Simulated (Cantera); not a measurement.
Charge: 1 mol SiHCl₃, 25 mol N₂, equilibrated at 1700 K and 133 Pa.

Cantera equilibrium calculation (NASA polynomials, part measured and part estimated; ideal gas, pure solids and liquids). Candidate condensed phases: NH₄Cl, Si, Si₃N₄; 28 gas species. The tables' values for SiCl₃, SiCl are old estimates; treat these amounts as uncertain. The numbers say what is thermodynamically allowed, not how fast it happens.

Base state: N₂ 0.925, SiCl₂ 0.0360, HCl 0.0335, Cl 0.00258, H₂ 0.00166, SiCl₃ 0.000872, H 0.000164, SiCl₄ 4.15e-5 (mole fractions); condensed: gas only.

**Question.** What changes in the equilibrium state with this change: temperature from 1700 K to 1948.15 K?

**Answer.** 
| species | before | after |
|---|---|---|
| N₂ | 0.925 | 0.919 |
| SiCl₂ | 0.0360 | 0.0348 |
| HCl | 0.0335 | 0.0281 |
| Cl | 0.00258 | 0.0112 |
| Si | 7.57e-6 | 0.00103 |
| SiN | 1.61e-7 | 1.06e-5 |
| SiCl₄ | 4.15e-5 | 1.04e-6 |
| SiCl | 3.69e-5 | 0.000694 |
The tables' values for SiCl, SiCl₃, SiN are old estimates; treat these amounts as uncertain.
